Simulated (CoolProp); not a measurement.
Computed with CoolProp (reference Helmholtz-energy equation of state, Lemmon 2006). It is a short technical equation, of lower accuracy than the large ones.

Problem. For toluene, give the phase and the Prandtl number at 193.6 K and 1.33 MPa; 349.4 K and 0.0114 MPa.

Solution. 
- 193.6 K and 1.33 MPa: liquid; Prandtl number 61.7
- 349.4 K and 0.0114 MPa: gas; Prandtl number 0.728

Viscosity comes from a separate model (Avgeri 2015). Thermal conductivity comes from a separate model (Assael 2012).
